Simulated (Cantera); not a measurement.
A perfectly stirred reactor is fed with 2.62 % CH4, 10.5 % O2, 86.9 % N2, equivalence ratio 0.50, at 16.0 bar; it is adiabatic with a 625 K inlet, and is followed from long to short residence time, starting on the burning branch (τ in s: 0.11, 0.049, 0.022, 0.0097, 0.0043, 0.0019, 0.00086, 0.00038, 0.00017, 7.6e-05, 3.4e-05, 1.5e-05, 6.7e-06).

Detailed kinetics in Cantera: GRI-Mech 3.0 (53 species, 325 reactions). The pressure lies above the range GRI-Mech 3.0 was tuned for (to about 10 atm).

### Question
Predict: blow-out, bracketed by the residence times tried; x(CH4) at τ = 0.110 s; x(O2) at τ = 0.110 s; x(H2O2) at τ = 0.110 s; x(CO2) at τ = 0.110 s; x(O) at τ = 0.110 s; x(CH4) at τ = 0.860 ms; x(O2) at τ = 0.860 ms.

### Answer
- blow-out, bracketed by the residence times tried: burning at 0.110 s, out at 49.0 ms
- x(CH4) at τ = 0.110 s: 0.000657
- x(O2) at τ = 0.110 s: 0.0554
- x(H2O2) at τ = 0.110 s: 1.91e-6
- x(CO2) at τ = 0.110 s: 0.0221
- x(O) at τ = 0.110 s: 1.47e-7
- x(CH4) at τ = 0.860 ms: 0.0262
- x(O2) at τ = 0.860 ms: 0.105
